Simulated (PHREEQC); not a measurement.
**Leach liquor (model solution)**

A solution holds 0.038 mol H2SO4, 6e-05 mol NiSO4, 0.031 mol Fe2(SO4)3 and 0.00063 mol NaCl per kg of water, at 25 °C. Closed to the air; pH follows from the charge balance.

Model: ion-association model, wateq4f.dat, run in PHREEQC.

No solid was allowed to form.

Task: What pH does the model give?

Result: pH 1.55.

Task: In which forms is Na present?

Result: Na+ 96 %, NaSO4- 4.5 % of the Na.

The solution is supersaturated, for example in Hematite (slow to form), Goethite (slow to form), so a real one may precipitate; this is no full list.
